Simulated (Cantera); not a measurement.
Cantera run, input and output.

```python
import numpy as np
import cantera as ct

gas = ct.Solution("gri30.yaml")


def delay(T, t_max=10):
    gas.TPX = T, 1000000, {'CH4': 1, 'O2': 4.26, 'N2': 16, 'H2O': 1.1}
    reactor = ct.IdealGasReactor(gas, clone=False)
    net = ct.ReactorNet([reactor])
    net.rtol, net.atol = 1e-8, 1e-16
    while net.time < t_max:
        t_old, T_old = net.time, reactor.T
        net.step()
        if reactor.T > T + 400:  # ignition: a rise of 400 K
            return t_old + (T + 400 - T_old) / (reactor.T - T_old) * (net.time - t_old)
    return np.nan


taus = []
for T in [1225, 1325, 1425, 1525, 1625, 1725, 1825, 1925]:
    taus.append(delay(T))
    print(f"T0 = {T:6g} K   tau = {taus[-1]:.4e} s")
```

Output:

```
T0 =   1225 K   tau = 2.5476e-03 s
T0 =   1325 K   tau = 8.1996e-04 s
T0 =   1425 K   tau = 2.9572e-04 s
T0 =   1525 K   tau = 1.1659e-04 s
T0 =   1625 K   tau = 4.9896e-05 s
T0 =   1725 K   tau = 2.3220e-05 s
T0 =   1825 K   tau = 1.1762e-05 s
T0 =   1925 K   tau = 6.4566e-06 s
```

Cantera simulation using GRI-Mech 3.0 (53 species, 325 reactions); the numbers are that mechanism's predictions, not measurements.
